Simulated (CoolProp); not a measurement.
Vapour-liquid equilibrium of R152A (1) + n-pentane (2) at 355.1 K; x and y are mole fractions of (1).

The numbers come from the multi-fluid Helmholtz-energy mixture model, Outcalt 1996 and Thol 2019; pair parameters Bell 2016 in CoolProp.

| x | bubble pressure (kPa) | y at the bubble point | dew pressure at overall composition x (kPa) | liquid density (mol/L) |
|---|---|---|---|---|
| 0.05 | 610.3 | 0.356 | 408.1 | 7.857 |
| 0.125 | 896.0 | [?] | 444.7 | 8.012 |
| 0.2 | 1129 | 0.653 | 488.1 | 8.168 |
| 0.275 | 1319 | 0.707 | 540.3 | 8.327 |
| 0.35 | 1475 | 0.743 | 604.4 | 8.489 |
| 0.425 | 1608 | 0.771 | 685.0 | 8.657 |
| 0.5 | 1726 | [?] | 789.0 | 8.833 |
| 0.575 | 1836 | 0.817 | 928.0 | 9.023 |
| 0.65 | 1942 | 0.840 | 1121 | 9.231 |
| 0.725 | 2048 | 0.864 | 1395 | 9.469 |
| 0.8 | [?] | 0.893 | 1752 | 9.749 |
| 0.875 | 2265 | 0.927 | [?] | 10.09 |
| 0.95 | 2372 | 0.967 | 2330 | 10.51 |

Task: Complete the blanks.

Result: 
- 0.125, y at the bubble point: 0.560
- 0.5, y at the bubble point: 0.795
- 0.8, bubble pressure (kPa): 2156
- 0.875, dew pressure at overall composition x (kPa): 2090

No azeotrope shows between x = 0.05 and 0.95.

The pair parameters rest on a limited set of measurements; away from them the model extrapolates.
